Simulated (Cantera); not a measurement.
A perfectly stirred reactor is fed with 2.25 % C2H4, 16.9 % O2, 63.4 % N2, 8.99 % H2O, 8.54 % H2, at 0.987 atm; it is adiabatic with a 750 K inlet, and is followed from long to short residence time, starting on the burning branch (τ in s: 0.022, 0.0084, 0.0032, 0.0012, 0.00046, 0.00018, 6.6e-05, 2.5e-05, 9.6e-06).

Model: GRI-Mech 3.0 (53 species, 325 reactions), integrated in Cantera. GRI-Mech 3.0 was tuned for natural gas; its chemistry of ethylene as a main component is partial and can be far from experiment.

One state of this run: T (K) = 1829; x C2H4 = 8.15e-5; x O2 = 0.0669; x H2O = 0.205; x H2O2 = 7.91e-7; x NO = 1.91e-5. x: mole fraction; the columns are a selection and need not sum to one.

Which value of τ (s) does it belong to?
(A) 9.6e-6
(B) 0.00046
(C) 0.00018
(D) 6.6e-5

C, 0.00018
